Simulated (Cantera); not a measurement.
# Thermodynamics of calcination and drying, feed MgCO3 + C + CO2

Charge: 1 mol MgCO3, 0.011 mol C, 0.041 mol CO2, held at 0.100 bar.

Method: chemical equilibrium by Gibbs-energy minimisation in Cantera with the NASA 1993 tables (ideal gas, pure condensed phases). Candidate condensed phases: C, Mg, MgCO3, MgO; 15 gas species. Rates play no part.

From 500 K to 600 K the condensed part is C(graphite) + MgCO3(s). From 700 K to 1400 K the condensed part is MgO(s).

```csv
T (K),log p CO2,log p CO,log p O2,n C(graphite),n MgCO3(s),n MgO(s)
500,-1.00,-4.89,<-13,0.0110,1.00,0
600,-1.00,-3.38,<-13,0.0109,1.00,0
700,-1.01,-2.68,<-13,0,0,1.00
800,-1.01,-2.68,<-13,0,0,1.00
900,-1.01,-2.68,<-13,0,0,1.00
1000,-1.01,-2.68,<-13,0,0,1.00
1100,-1.01,-2.68,<-13,0,0,1.00
1200,-1.01,-2.68,-12.18,0,0,1.00
1300,-1.01,-2.68,-10.29,0,0,1.00
1400,-1.01,-2.68,-8.68,0,0,1.00
```
log p: log10 of the partial pressure in bar; n: condensed amount in mol.
